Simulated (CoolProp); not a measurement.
500 sccm (0 °C, 1 atm) of nitrogen bubbles through liquid ethylbenzene at 370.5 K and leaves saturated at a total pressure of 0.15 MPa (ideal gas phase). Each further row changes one setting.

Computed with CoolProp (reference Helmholtz-energy equation of state, Zhou 2012).

```tsv
case	vapour pressure (kPa)	mole fraction of vapour	delivery (mg/min)	delivery (sccm)	change of delivery for a bath 1 K warmer (%)
as stated	31.3	0.209	626	132	4.4
bath temperature 375.5 K	[?]	0.247	777	164	4.5
total pressure 0.3 MPa	31.3	0.104	[?]	[?]	3.9
```

**Question.** Fill in the missing entries.

**Answer.** 
- bath temperature 375.5 K, vapour pressure (kPa): 37.1
- total pressure 0.3 MPa, delivery (mg/min): 276
- total pressure 0.3 MPa, delivery (sccm): 58.3
